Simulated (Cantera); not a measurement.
An adiabatic, constant-volume homogeneous reactor starts with CH₄ : O₂ : N₂ = 1 : 1.25 : 11.8 (molar parts), equivalence ratio 1.6, at 1050 K and 2.17 atm. Integrator tolerance rtol = 1e-08.

Computed with Cantera and GRI-Mech 3.0 (53 species, 325 reactions).

### Question
What does this change do: O2 1.25 to 0.39 parts?

### Answer
| quantity | before | after |
|---|---|---|
| temperature at 0.600 s | 1107 K | 1050 K |
| equilibrium temperature | 2043 K | 1126 K |
| x(CH₄) at 0.600 s | 0.0647 (gas-phase equilibrium 6.01e-11) | 0.0757 (gas-phase equilibrium 0.0151) |
| x(O₂) at 0.600 s | 0.0835 (gas-phase equilibrium 9.49e-8) | 0.0295 (gas-phase equilibrium <1e-12) |
| x(C₂H₂) at 0.600 s | 5.47e-7 (gas-phase equilibrium <1e-12) | 1.07e-10 (gas-phase equilibrium 7.80e-7) |
| x(CH₂) at 0.600 s | 2.52e-11 (gas-phase equilibrium <1e-12) | <1e-12 (gas-phase equilibrium <1e-12) |
| x(H₂) at 0.600 s | 0.00188 (gas-phase equilibrium 0.0511) | 1.01e-5 (gas-phase equilibrium 0.109) |

### Question
What does this change do: 0.91 parts H2O added?

### Answer
```json
[
 {"quantity": "temperature at 0.600 s", "before": "1107 K", "after": "1094 K"},
 {"quantity": "equilibrium temperature", "before": "2043 K", "after": "1974 K"},
 {"quantity": "x(CH₄) at 0.600 s", "before": "0.0647 (gas-phase equilibrium 6.01e-11)", "after": "0.0617 (gas-phase equilibrium 5.49e-11)"},
 {"quantity": "x(O₂) at 0.600 s", "before": "0.0835 (gas-phase equilibrium 9.49e-8)", "after": "0.0793 (gas-phase equilibrium 7.63e-8)"},
 {"quantity": "x(C₂H₂) at 0.600 s", "before": "5.47e-7 (gas-phase equilibrium <1e-12)", "after": "3.31e-7 (gas-phase equilibrium <1e-12)"},
 {"quantity": "x(CH₂) at 0.600 s", "before": "2.52e-11 (gas-phase equilibrium <1e-12)", "after": "1.34e-11 (gas-phase equilibrium <1e-12)"},
 {"quantity": "x(H₂) at 0.600 s", "before": "0.00188 (gas-phase equilibrium 0.0511)", "after": "0.00137 (gas-phase equilibrium 0.0541)"}
]
```
